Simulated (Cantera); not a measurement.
A closed system holds: 1 mol Si₂Cl₆, 0.92 mol N₂.

Equilibrium computed with Cantera from the NASA thermochemical tables; the gas is ideal and each condensed phase is pure. Candidate condensed phases: Si, Si₃N₄; 13 gas species. The feed counts by its element totals alone. N₂ is the only nitrogen source here; it is nearly inert below about 1500 K, so the nitride shown seldom forms there in practice. The tables' values for SiCl₃ are old estimates. Rates play no part.

Stable condensed phases, one row left out:

```
T in °C \ P in Pa
              5     15     45    140    410   1200   3700  11000  33000 100000
   1552       A      A      A      A      A      A      A      A      A      A
   1452       A      A      A      A      A      A      A      A      A      B
   1402       A      A      A      A      A      A      A      A      A      B
   1352       A      A      A      A      A      A      A      A      B      B
   1302       A      A      A      A      A      A      A      B      B      B
   1252       A      A      A      A      A      A      B      B      B      B
   1202       A      A      A      A      A      A      B      B      B      B
   1152       A      A      A      A      A      B      B      B      B      B
   1102       A      A      A      A      B      B      B      B      B      B
   1052       A      A      A      B      B      B      B      B      B      B
```

A: gas only; B: Si₃N₄.

Question: Give the row for 1502 °C.

Answer: 5: gas only; 15: gas only; 45: gas only; 140: gas only; 410: gas only; 1200: gas only; 3700: gas only; 11000: gas only; 33000: gas only; 100000: gas only.
